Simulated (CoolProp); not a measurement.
Saturated liquid density (kg/m³) of n-hexane: the reference equation beside estimates from Tc = 234.7 °C, pc = 30.44 bar, ω = 0.300. Rackett uses Z = 0.29056 − 0.08775 ω.

The numbers come from the reference Helmholtz-energy equation of state, Thol 2019 in CoolProp.

```
T (°C)   reference  Rackett  van der Waals  Redlich-Kwong  Soave-Redlich-Kwong
------  ----------  -------  -------------  -------------  -------------------
-31.05       704.0    710.8          412.5          613.3                627.9
4.05    (withheld)    680.3          396.6          586.9                605.2
39.05        641.8    647.9          379.1          557.0           (withheld)
74.15        607.9    612.8          359.5     (withheld)                547.3
109.25       570.7    574.1          337.3          483.3                509.5
144.25       528.3    530.2          311.5          436.7                463.0
179.35       475.7    476.6     (withheld)          379.1                402.6
214.45  (withheld)    399.5          233.8          298.7           (withheld)
```

Problem. Complete the blanks.

Solution. 
- 4.05, reference: 673.5
- 39.05, Soave-Redlich-Kwong: 578.7
- 74.15, Redlich-Kwong: 522.8
- 179.35, van der Waals: 279.4
- 214.45, reference: 397.0
- 214.45, Soave-Redlich-Kwong: 314.1

Absolute difference from the reference over all 8 rows, mean and median: Rackett 0.7 and 0.7 %, van der Waals 41.1 and 41.1 %, Redlich-Kwong 16.3 and 14.7 %, Soave-Redlich-Kwong 12.5 and 10.8 %.
